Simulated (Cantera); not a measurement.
Feed: 1 mol AlN, 22 mol H2, at 0.100 bar.

These are equilibrium values from Cantera (NASA tables, ideal gas, pure condensed phases), not measurements of a reactor. Candidate condensed phases: Al, AlN; 13 gas species. Rates play no part.

### Question
At 1823 K, list the 5 most abundant gas species with their mole fractions, and the condensed phases.

### Answer
H2 0.997, H 0.00137, Al 0.000774, N2 0.000439, AlH 0.000105. Condensed: AlN(s).
